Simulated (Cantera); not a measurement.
Input (Python, Cantera):

```python
import numpy as np
import cantera as ct

gas = ct.Solution("gri30.yaml")


def delay(T, t_max=10):
    gas.TPX = T, 1000000, {'CO': 1, 'H2': 0.1, 'O2': 0.423, 'N2': 1.78}
    reactor = ct.IdealGasConstPressureReactor(gas, clone=False)
    net = ct.ReactorNet([reactor])
    net.rtol, net.atol = 1e-8, 1e-16
    while net.time < t_max:
        t_old, T_old = net.time, reactor.T
        net.step()
        if reactor.T > T + 400:  # ignition: a rise of 400 K
            return t_old + (T + 400 - T_old) / (reactor.T - T_old) * (net.time - t_old)
    return np.nan


taus = []
for T in [1175, 1250, 1325, 1400, 1475, 1550, 1625]:
    taus.append(delay(T))
    print(f"T0 = {T:6g} K   tau = {taus[-1]:.4e} s")
```

Result:

```
T0 =   1175 K   tau = 6.4017e-05 s
T0 =   1250 K   tau = 1.9810e-05 s
T0 =   1325 K   tau = 1.0012e-05 s
T0 =   1400 K   tau = 6.5456e-06 s
T0 =   1475 K   tau = 4.8975e-06 s
T0 =   1550 K   tau = 3.9726e-06 s
T0 =   1625 K   tau = 3.4006e-06 s
```

Model: GRI-Mech 3.0 (53 species, 325 reactions), integrated in Cantera. The hydrogen kinetics of GRI-Mech 3.0 are dated; newer H2 mechanisms differ, most at raised pressure. Where the delays flatten at high temperature, the 400 K rule measures the pace of heat release, not the induction time.
